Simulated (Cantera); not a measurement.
A closed system holds: 1 mol FeS, 95 mol H₂, 4.1 mol N₂, equilibrated at 1173 K and 0.100 bar.

These are equilibrium values from Cantera (NASA tables, ideal gas, pure condensed phases), not measurements of a reactor. Candidate condensed phases: Fe, FeS, FeS₂, S; 16 gas species. Mutual solubility and eutectic melting of coexisting phases are not modelled. FeS: taken at fixed stoichiometry. Equilibrium is a limit: real reactors are often held back by kinetics, nucleation or transport.

Base state: H₂ 0.955, N₂ 0.0414, H₂S 0.00345 (mole fractions); condensed: Fe(α) + FeS(s).

Problem. What changes in the equilibrium state with this change: temperature from 1173 K to 1275 K?

Solution. 
```json
[
 {"species": "H₂", "before": "0.955", "after": "0.953"},
 {"species": "N₂", "before": "0.0414", "after": "0.0414"},
 {"species": "H₂S", "before": "0.00345", "after": "0.00599"},
 {"species": "Fe(α), mol", "before": "0.342", "after": "0"},
 {"species": "FeS(s), mol", "before": "0.658", "after": "0.405"},
 {"species": "Fe(γ), mol", "before": "0", "after": "0.595"}
]
```
Metal and sulfide melt together well below either melting point, which pure phases cannot show.
